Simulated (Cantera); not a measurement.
Input: 1 mol HMDSO, 0.22 mol NO, held at 1.20 mbar.

Equilibrium computed with Cantera from the NASA thermochemical tables; the gas is ideal and each condensed phase is pure. Candidate condensed phases: C, C6H6, C7H8, C8H18, H2O, Si, SiC, SiO2, Si2N2O, Si3N4; 151 gas species. The feed counts by its element totals alone. The numbers say what is thermodynamically allowed, not how fast it happens. All values below are at 1350 K.

Base state: H2 0.871, CO 0.118, N2 0.0106, SiO 0.000115, H 6.42e-5, HCN 3.14e-5 (mole fractions); condensed: C(graphite) + SiC(s).

Problem. What changes in the equilibrium state with this change: NO from 0.22 to 0.38 mol?

Solution. 
| species | before | after |
|---|---|---|
| H2 | 0.871 | 0.851 |
| CO | 0.118 | 0.130 |
| N2 | 0.0106 | 0.0180 |
| SiO | 0.000115 | 0.000127 |
| HCN | 3.14e-5 | 4.03e-5 |
| H | 6.42e-5 | 6.35e-5 |
| C(graphite), mol | 2.78 | 2.62 |
| SiC(s), mol | 2.00 | 2.00 |
